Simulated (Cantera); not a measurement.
Feed: 1 mol CH₃SiCl₃, 0.2 mol CH₄, 560 mol H₂, 0.05 mol C₂H₂, at 323 Torr.

Cantera equilibrium calculation (NASA polynomials, part measured and part estimated; ideal gas, pure solids and liquids). Candidate condensed phases: C, C₆H₆, C₇H₈, C₈H₁₈, Si, SiC; 109 gas species. The feed counts by its element totals alone. The tables' values for SiCl are old estimates; treat these amounts as uncertain. Gases not in the tables: Si₂H₆ and higher silanes. Rates play no part.

x: gas mole fraction; n: condensed amount in mol.

| T (°C) | x H₂ | x H | x HCl | x Si | x C₂H₂ (acetylene) | n SiC(s) |
|---|---|---|---|---|---|---|
| 650 | 0.995 | 3.72e-10 | 0.00404 | <1e-12 | <1e-12 | 0.791 |
| 800 | 0.994 | 2.13e-8 | 0.00527 | <1e-12 | [?] | 0.990 |
| 950 | 0.994 | 4.57e-7 | 0.00532 | <1e-12 | [?] | 0.999 |
| 1100 | 0.994 | 5.06e-6 | 0.00532 | 1.53e-11 | [?] | 0.999 |
| 1250 | 0.994 | 3.51e-5 | 0.00532 | 6.21e-10 | [?] | 0.999 |
| 1400 | 0.994 | 0.000173 | 0.00532 | 1.50e-8 | [?] | 0.999 |
| 1550 | 0.994 | 0.000659 | 0.00532 | 3.35e-7 | [?] | 0.997 |
| 1700 | 0.992 | 0.00205 | 0.00530 | 6.21e-6 | [?] | 0.987 |
| 1850 | 0.989 | 0.00544 | 0.00526 | 7.61e-5 | [?] | 0.907 |
| 2000 | 0.980 | 0.0127 | 0.00519 | 0.000532 | [?] | 0.476 |
| 2150 | 0.965 | 0.0266 | 0.00511 | 0.00119 | [?] | 0 |

Q: Complete the blanks.

A: 
- 800, x C₂H₂ (acetylene): 5.67e-12
- 950, x C₂H₂ (acetylene): 1.39e-9
- 1100, x C₂H₂ (acetylene): 1.07e-7
- 1250, x C₂H₂ (acetylene): 3.40e-6
- 1400, x C₂H₂ (acetylene): 4.23e-5
- 1550, x C₂H₂ (acetylene): 0.000141
- 1700, x C₂H₂ (acetylene): 0.000218
- 1850, x C₂H₂ (acetylene): 0.000313
- 2000, x C₂H₂ (acetylene): 0.000668
- 2150, x C₂H₂ (acetylene): 0.00105
